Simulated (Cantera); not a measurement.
Input: 1 mol SiO2, 1.3 mol CH4, 1.5 mol H2, equilibrated at 2327 °C and 540000 Pa.

Cantera equilibrium calculation (NASA polynomials, part measured and part estimated; ideal gas, pure solids and liquids). Candidate condensed phases: C, C6H6, C7H8, C8H18, H2O, Si, SiC, SiO2; 123 gas species. Gases not in the tables: Si2H6 and higher silanes. Kinetics and transport are ignored.

Base state: H2 0.658, CO 0.210, SiO 0.114, H 0.0134, Si 0.00180, SiH2 0.000950, SiH 0.000776, C2H2 (acetylene) 0.000288 (mole fractions); condensed: Si(l).

Task: What changes in the equilibrium state with this change: temperature from 2327 °C to 1800 °C?

Result: 
| species | before | after |
|---|---|---|
| H2 | 0.658 | 0.741 |
| CO | 0.210 | 0.182 |
| SiO | 0.114 | 0.0751 |
| H | 0.0134 | 0.000975 |
| SiC2 | 1.67e-5 | 1.23e-8 |
| Si2 | 5.55e-5 | 4.33e-8 |
| Si2C | 0.000181 | 2.98e-7 |
| Si | 0.00180 | 8.08e-6 |
| Si(l), mol | 0.270 | 0 |
| SiC(s), mol | 0 | 0.295 |
| SiO2(l), mol | 0 | 0.290 |
Mutual solubility and eutectic melting of coexisting phases are not modelled. The tables hold silica as quartz up to 1696 K and as liquid above; real silica turns to tridymite and cristobalite and melts near 1996 K.
